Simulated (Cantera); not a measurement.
**Equilibrium for thermal oxidation and active oxidation of silicon: Si + CO₂ + H₂**

Input: 1 mol Si, 0.078 mol CO₂, 7.1 mol H₂, equilibrated at 1077 °C and 2.70 Pa.

Equilibrium computed with Cantera from the NASA thermochemical tables; the gas is ideal and each condensed phase is pure. Candidate condensed phases: C, C₆H₆, C₇H₈, C₈H₁₈, H₂O, Si, SiC, SiO₂; 123 gas species. Mutual solubility and eutectic melting of coexisting phases are not modelled. Equilibrium is a limit: real reactors are often held back by kinetics, nucleation or transport.

```yaml
x(H₂): 0.978
x(SiO): 0.0212
x(H): 0.000454
x(CO): 0.000314
x(Si): 7.39e-6
n(Si(s)): 0.771 mol
n(SiC(s)): 0.0757 mol
gas_amount: 7.258 mol
log10 activity of C(graphite) (absent): -2.42
```
